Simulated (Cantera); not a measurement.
**Thermodynamics of aluminium and copper etching, feed Cu + HF**

Charge: 1 mol Cu, 13 mol HF, equilibrated at 4.80 mbar.

Method: chemical equilibrium by Gibbs-energy minimisation in Cantera with the NASA 1993 tables (ideal gas, pure condensed phases). Candidate condensed phases: Cu, CuF₂; 15 gas species. The numbers say what is thermodynamically allowed, not how fast it happens.

From 150 °C to 1050 °C the condensed part is Cu(s). At 1125 °C the condensed part is Cu(l).

```
T (°C)   x HF     x CuF      x H₂      x Cu   x H₂F₂       x H    x CuF₂  n Cu(s)  n Cu(l)
------  -----  --------  --------  --------  -------  --------  --------  -------  -------
150     1.000    <1e-12    <1e-12    <1e-12  2.37e-5    <1e-12    <1e-12     1.00        0
225     1.000    <1e-12  1.28e-12    <1e-12  6.82e-6    <1e-12    <1e-12     1.00        0
300     1.000    <1e-12  1.79e-12    <1e-12  2.68e-6    <1e-12    <1e-12     1.00        0
375     1.000  6.10e-11  3.76e-11    <1e-12  1.30e-6    <1e-12  7.10e-12     1.00        0
450     1.000   1.76e-9  9.37e-10    <1e-12  7.36e-7    <1e-12  5.92e-11     1.00        0
525     1.000   2.61e-8   1.34e-8    <1e-12  4.62e-7    <1e-12  3.16e-10     1.00        0
600     1.000   2.42e-7   1.22e-7  9.43e-12  3.15e-7    <1e-12   1.25e-9    1.000        0
675     1.000   1.57e-6   7.88e-7  3.60e-10  2.29e-7  6.72e-12   3.98e-9    1.000        0
750     1.000   7.70e-6   3.86e-6   8.01e-9  1.75e-7  1.17e-10   1.07e-8    1.000        0
825     1.000   3.03e-5   1.52e-5   1.16e-7  1.39e-7   1.39e-9   2.51e-8    1.000        0
900     1.000   9.99e-5   5.00e-5   1.19e-6  1.14e-7   1.20e-8   5.28e-8    0.999        0
975     1.000  0.000285  0.000142   9.18e-6  9.55e-8   8.04e-8   1.02e-7    0.996        0
1050    0.999  0.000718  0.000359   5.59e-5  8.20e-8   4.34e-7   1.82e-7    0.990        0
1125    0.997   0.00160  0.000799  0.000270  7.16e-8   1.93e-6   3.01e-7        0    0.976
```
x: gas mole fraction; n: condensed amount in mol.
